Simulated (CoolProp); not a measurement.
R1336mzz(E) along the isobar 17.7 bar: Z from the reference equation and from simpler models built on Tc = 403.5 K, pc = 27.79 bar, ω = 0.413; each cubic takes its own stable root.

The numbers come from the reference Helmholtz-energy equation of state, Akasaka 2023 in CoolProp.

```csv
T (K),phase,reference
215.6,liquid,0.1049
239.9,liquid,0.09793
264.2,liquid,0.09270
288.5,liquid,0.08899
312.8,liquid,0.08675
337.1,liquid,0.08629
361.4,liquid,0.08869
385.7,gas,0.6394
410,gas,0.7459
```

How far does each simpler model (Soave-Redlich-Kwong, Peng-Robinson) lie from the reference over these 9 states: mean and median of the absolute difference, and the worst?


- Soave-Redlich-Kwong: mean 12.5 %, median 13.9 %, worst +20.2 % at 361.4 K and 17.7 bar
- Peng-Robinson: mean 1.8 %, median 1.2 %, worst +6.1 % at 361.4 K and 17.7 bar
